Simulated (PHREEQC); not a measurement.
A column of 1 m (40 cells, dispersivity 0.08 m, 300 s a shift, diffusion coefficient 3e-10 m²/s) holds 0.011 eq of the database's cation exchanger X per kg of pore water, first in equilibrium with 0.0075 mol/kgw CaCl2, 0.0065 mol/kgw CdCl2, 0.054 mol/kgw ZnCl2 and 1e-05 mol/kgw HCl. It is flushed with 10 mmol/kgw NaCl, 3.6 mmol/kgw ZnSO4, 0.57 mmol/kgw MgCl2 and 0.01 mmol/kgw HCl, at 25 °C. Values are for the last cell. The system is closed to CO2. Nothing may precipitate in this run.

The series has 33 steps of pore volumes, from 0 to 4.013.

Computed with PHREEQC (ion-association model, phreeqc.dat).

Task: After how many pore volumes does Na at the outlet first reach half of its feed value?

Result: By 1.0 pore volumes.

Task: After how many pore volumes does S at the outlet first reach half of its feed value?

Result: By 1.0 pore volumes.

Task: After how many pore volumes does Mg at the outlet first reach half of its feed value?

Result: By 1.6 pore volumes.

Complexes and solids missing from the database can't appear.
